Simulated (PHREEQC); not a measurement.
PHREEQC input (ion-association model, wateq4f.dat):

```
SOLUTION_MASTER_SPECIES
  An  An-  0  An  62.0  # stands for a non-complexing anion
SOLUTION_SPECIES
  An- = An-
    -log_k 0
    -gamma 3.0 0
PHASES
  Fix_H+
    H+ = H+
    -log_k 0
SOLUTION 1
  temp 25
  units mmol/kgw
  pH 7 charge
  Cl 3.34
  Ni 1.5
  Cu(2) 0.17
  Na 50
  An 50
END
SELECTED_OUTPUT 1
  -reset false
  -pH true
  -pe true
  -ionic_strength true
  -water true
  -totals Cl Cu Na Ni Cu(1) Cu(2)
  -molalities Hfo_wOH Hfo_wOH2+ Hfo_wO- Hfo_sOH Hfo_sOH2+ Hfo_sO- Hfo_sOCu+ Hfo_wOCu+ Hfo_sONi+ Hfo_wONi+
  -saturation_indices Cu(OH)2 Atacamite Ni(OH)2 Halite
USER_PUNCH 1
  -headings sigma psi
  10 PUNCH EDL("sigma", "Hfo"), EDL("psi", "Hfo")
PRINT
  -reset false
USE solution 1
SURFACE 1
  Hfo_wOH 0.000966292 600 0.43
  Hfo_sOH 2.41573e-05
EQUILIBRIUM_PHASES 1
  Fix_H+ -4 HAn 10
    -force_equality true
  O2(g) -0.68 10
END
# ... the last block is repeated for the other 12 points of pH, with NaOH or the acid as the point needs
```

Selected output (columns that matter, 13 of 13 rows; pH added in front):

```
pH	mu	Cl	Cu	Na	Ni	m_Hfo_wOH	m_Hfo_wOH2+	m_Hfo_wO-	si_Cu(OH)2	si_Atacamite	si_Ni(OH)2	si_Halite	sigma	psi
4	0.055496	0.00334	0.00016404	0.05	0.0014999	0.00018671	0.00077732	1.0274e-06	-4.7567	-6.1434	-5.9821	-5.5414	0.29842	0.15798
4.67	0.05522	0.00334	0.00013563	0.05	0.0014993	0.00037231	0.00057207	5.551e-06	-3.4988	-4.2974	-4.6417	-5.541	0.22621	0.14395
5.33	0.05488	0.00334	5.9999e-05	0.05	0.0014968	0.00052035	0.00033744	1.8382e-05	-2.533	-3.0255	-3.3216	-5.5406	0.16181	0.12707
6	0.054662	0.00334	9.2819e-06	0.050068	0.0014751	0.00059094	0.00016494	4.8503e-05	-2.0091	-2.6475	-1.9875	-5.5397	0.11299	0.1091
6.67	0.054586	0.00334	1.8289e-06	0.050365	0.0013704	0.00052116	5.22e-05	0.0001192	-1.4609	-2.221	-0.6794	-5.537	0.086292	0.095792
7.33	0.05443	0.00334	3.0227e-06	0.050709	0.0012081	0.0002739	6.8528e-06	0.0002508	-0.5735	-1.106	0.5856	-5.5338	0.08036	0.092386
8	0.054308	0.0033399	2.8368e-05	0.050967	0.0010875	8.7536e-05	5.0411e-07	0.00034822	0.4907	0.3524	1.8775	-5.5313	0.077195	0.090489
8.67	0.054168	0.0033399	0.00012575	0.051272	0.00096637	2.4378e-05	3.5074e-08	0.00038815	1.144	0.9893	3.151	-5.5285	0.070952	0.086487
9.33	0.053956	0.0033399	0.00016589	0.051731	0.00092582	6.6077e-06	2.4665e-09	0.00040553	1.265	0.5715	4.3368	-5.5243	0.064595	0.082107
10	0.053624	0.0033399	0.00016913	0.053033	0.00094983	3.1227e-06	5.1205e-10	0.00043627	1.2732	-0.0816	5.0001	-5.5128	0.042903	0.063606
10.67	0.054259	0.0033399	0.00016917	0.054198	0.00098813	3.176e-06	4.8695e-10	0.00047455	1.2722	-0.7539	4.9891	-5.5041	0.014244	0.025697
11.33	0.056762	0.0033399	0.00016837	0.056775	0.0010247	4.6612e-06	9.781e-10	0.00050887	1.2645	-1.431	4.6522	-5.4869	-0.011985	-0.021408
12	0.067082	0.0033399	0.00016563	0.067157	0.0010933	8.4673e-06	2.8772e-09	0.00057086	1.2225	-2.1911	4.1118	-5.4255	-0.059784	-0.073426
```

Along this series the solution becomes supersaturated in solids that the run did not let form, among them Cu(OH)2, Atacamite, Ni(OH)2. The database's constant for dissolved Cu(OH)2 is higher than later reviews accept.
